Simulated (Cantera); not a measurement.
Charge: 1 mol ZrO₂, 120 mol H₂, held at 1775 K and 97.0 mbar.

Method: chemical equilibrium by Gibbs-energy minimisation in Cantera with the NASA 1993 tables (ideal gas, pure condensed phases). Candidate condensed phases: H₂O, Zr, ZrO₂; 12 gas species. Equilibrium is a limit: real reactors are often held back by kinetics, nucleation or transport.

Base state: H₂ 0.999, H 0.000929 (mole fractions); condensed: ZrO₂(tetragonal).

### Question
What changes in the equilibrium state with this change: temperature from 1775 K to 2200 K?

### Answer
| species | before | after |
|---|---|---|
| H₂ | 0.999 | 0.982 |
| H | 0.000929 | 0.0179 |
| ZrO₂(tetragonal), mol | 1.000 | 0.999 |
